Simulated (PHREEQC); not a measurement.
# Metal-bearing waste water: speciation

A solution holds 4.7 mmol/kgw Pb(NO3)2, 2 mmol/kgw CaCl2 and 30 mmol/kgw HCl, at 20 °C. It is in equilibrium with CO2 at log p = -1 (atm). Otherwise closed; pH follows from the charge balance.

All values are PHREEQC results (ion-association model, wateq4f.dat), not measurements.

This is a speciation only: nothing precipitates in the calculation.

**Question.** Predict the pH, ionic strength.

**Answer.** pH 1.59; ionic strength 0.0465 mol/kgw.

**Question.** In which forms is N present?

**Answer.** NO3- 98 %, PbNO3+ 1.9 % of the N.
